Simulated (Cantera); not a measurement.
# Ignition delay

Mixture: 33.4 % CO, 5.34 % H2, 12.9 % O2, 48.4 % N2, equivalence ratio 1.5, at 15.0 bar, adiabatic and at constant pressure. Ignition delay is the time to a rise of 400 K.

Cantera simulation using GRI-Mech 3.0 (53 species, 325 reactions); the numbers are that mechanism's predictions, not measurements. The hydrogen kinetics of GRI-Mech 3.0 are dated; newer H2 mechanisms differ, most at raised pressure. The pressure lies above the range GRI-Mech 3.0 was tuned for (to about 10 atm).

```csv
T0 (K),delay (ms)
1100,0.270
1150,0.0993
1200,0.0382
1250,0.0162
1300,0.00834
1350,0.00515
```

```
Item                                                    Result
--------------------------------------------------  ----------
apparent activation energy between 1250 and 1350 K  160 kJ/mol
```
